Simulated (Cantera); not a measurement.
A perfectly stirred reactor is fed with H2 : O2 : N2 = 1.5 : 1 : 0.87 (molar parts), equivalence ratio 0.75, at 100.0 Torr; it is held at 1050 K, and followed from long to short residence time.

Model: the H2/O2 subset of GRI-Mech 3.0, which has no nitrogen chemistry, integrated in Cantera. The temperature is held fixed by assumption; the heat of reaction is taken as removed at once.

What does this change do: H2 1.5 to 0.75 parts?


```
quantity                 before    after
----------------------  -------  -------
x(H2) at τ = 0.350 s    0.00316  0.00169
x(O2) at τ = 0.350 s     0.0967    0.279
x(H2O2) at τ = 0.350 s  3.44e-6  2.89e-6
x(HO2) at τ = 0.350 s   3.04e-5  2.89e-5
x(H2O) at τ = 0.350 s     0.568    0.332
x(H2) at τ = 51.0 ms    0.00945  0.00515
x(O2) at τ = 51.0 ms     0.0994    0.280
x(H2O2) at τ = 51.0 ms  4.17e-6  4.22e-6
x(HO2) at τ = 51.0 ms   4.23e-5  5.09e-5
x(H2O) at τ = 51.0 ms     0.559    0.327
```
